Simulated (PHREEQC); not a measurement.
Make-up at 20 °C: 0.0083 mol/kgw NH4HF2, 0.047 mol/kgw H2SiF6 and 3.2e-05 mol/kgw HCl. Closed to the air; pH follows from the charge balance.

Equilibrium calculation in PHREEQC: ion-association model, wateq4f.dat.

**Question.** The ionic strength comes out as 0.141 mol/kgw. What activity coefficients do SiF6-2, HF2-, NH4+, H+, F- get?

**Answer.** SiF6-2 0.34, HF2- 0.74, NH4+ 0.76, H+ 0.81, F- 0.74.

No solid was allowed to form. SiF6-2 is the database's only silicon fluoride.
